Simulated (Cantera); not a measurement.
**Premixed flame**

A freely propagating, adiabatic, planar premixed flame of H2 : O2 : N2 = 1 : 0.526 : 1.95 (molar parts), equivalence ratio 0.95, unburnt at 375 K and 10.0 bar; mixture-averaged transport, grid criteria slope 0.08 and curve 0.16, no radiation.

Cantera simulation using the H2/O2 subset of GRI-Mech 3.0, which has no nitrogen chemistry; the numbers are that mechanism's predictions, not measurements. The hydrogen kinetics of GRI-Mech 3.0 are dated; newer H2 mechanisms differ, most at raised pressure. Burning velocities carry a grid error of a few per cent, more on coarse grids.

```tsv
z (mm)	T (K)	u (m/s)	x H2	x O2	x HO2	x H2O	x H	x O
-0.0756	375	2.00	0.287	0.151	<1e-8	4.80e-7	<1e-8	<1e-8
-0.0504	375	2.00	0.286	0.152	6.43e-8	4.90e-6	<1e-8	<1e-8
-0.0378	376	2.00	0.284	0.152	4.37e-7	2.94e-5	<1e-8	<1e-8
-0.0252	387	2.03	0.272	0.154	9.78e-6	0.000507	<1e-8	9.82e-8
-0.0126	553	2.74	0.218	0.158	0.000598	0.0171	3.30e-6	6.83e-6
-0.00630	956	4.57	0.162	0.141	0.00142	0.0706	0.000826	0.000218
0	1435	6.74	0.102	0.102	0.000708	0.152	0.00568	0.00165
0.00630	1756	8.21	0.0587	0.0634	0.000324	0.219	0.0105	0.00339
0.0126	1938	9.03	0.0368	0.0417	0.000163	0.255	0.0111	0.00404
0.0252	2118	9.83	0.0229	0.0270	6.85e-5	0.281	0.00786	0.00357
0.0504	2261	10.4	0.0154	0.0208	3.01e-5	0.297	0.00386	0.00212
0.101	2353	10.8	0.00951	0.0174	1.38e-5	0.309	0.00161	0.00109
0.202	2402	11.0	0.00561	0.0156	7.48e-6	0.316	0.000686	0.000598
```
x: mole fraction of selected species; z is measured from the peak of heat release.

```yaml
laminar_burning_velocity: 200 cm/s
thermal_thickness: 0.0252 mm
peak x(HO2): 0.00149
peak x(H): 0.0113
peak x(O): 0.00407
grid_points: 111
```
